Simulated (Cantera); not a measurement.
**Hydrocarbon pyrolysis for carbon deposition**

An isothermal, constant-pressure homogeneous reactor starts with 18.9 % C₂H₆, 81.1 % N₂, at 1075 K and 0.0133 bar.

Computed with Cantera and GRI-Mech 3.0 (53 species, 325 reactions). GRI-Mech 3.0 stops at C3 and has no aromatics, soot or wall deposition, so with more carbon than oxygen in the feed, carbon stays in small species such as C2H2 where larger ones or solid carbon would form. Radical loss at walls, strong at low pressure, is not modelled.

```json
[
 {"t (s)": "9.00e-5", "x C₂H₆": "0.189", "x C₂H₂": "<1e-12", "x CH₂": "<1e-12", "x C₂H": "<1e-12", "x CH₄": "1.25e-9", "x HCN": "<1e-12"},
 {"t (s)": "0.000343", "x C₂H₆": "0.189", "x C₂H₂": "<1e-12", "x CH₂": "<1e-12", "x C₂H": "<1e-12", "x CH₄": "1.78e-8", "x HCN": "<1e-12"},
 {"t (s)": "0.00131", "x C₂H₆": "0.189", "x C₂H₂": "<1e-12", "x CH₂": "<1e-12", "x C₂H": "<1e-12", "x CH₄": "2.39e-7", "x HCN": "<1e-12"},
 {"t (s)": "0.00498", "x C₂H₆": "0.189", "x C₂H₂": "6.81e-12", "x CH₂": "1.47e-12", "x C₂H": "<1e-12", "x CH₄": "2.66e-6", "x HCN": "<1e-12"},
 {"t (s)": "0.0190", "x C₂H₆": "0.188", "x C₂H₂": "5.22e-9", "x CH₂": "8.03e-12", "x C₂H": "<1e-12", "x CH₄": "1.98e-5", "x HCN": "<1e-12"},
 {"t (s)": "0.0723", "x C₂H₆": "0.186", "x C₂H₂": "1.27e-6", "x CH₂": "6.51e-11", "x C₂H": "<1e-12", "x CH₄": "0.000169", "x HCN": "<1e-12"},
 {"t (s)": "0.275", "x C₂H₆": "0.172", "x C₂H₂": "5.54e-5", "x CH₂": "1.05e-10", "x C₂H": "<1e-12", "x CH₄": "0.00125", "x HCN": "<1e-12"},
 {"t (s)": "1.05", "x C₂H₆": "0.126", "x C₂H₂": "0.000731", "x CH₂": "9.05e-11", "x C₂H": "<1e-12", "x CH₄": "0.00547", "x HCN": "1.30e-12"},
 {"t (s)": "4.00", "x C₂H₆": "0.0316", "x C₂H₂": "0.00552", "x CH₂": "4.93e-11", "x C₂H": "3.70e-12", "x CH₄": "0.0169", "x HCN": "1.70e-12"}
]
```
x: mole fraction; the columns are a selection and need not sum to one.

Equilibrium at this temperature and pressure: C₂H₆ 2.05e-5, C₂H₂ 0.0621, CH₂ <1e-12, C₂H <1e-12, CH₄ 0.0960, HCN 0.0578 (gas phase only).
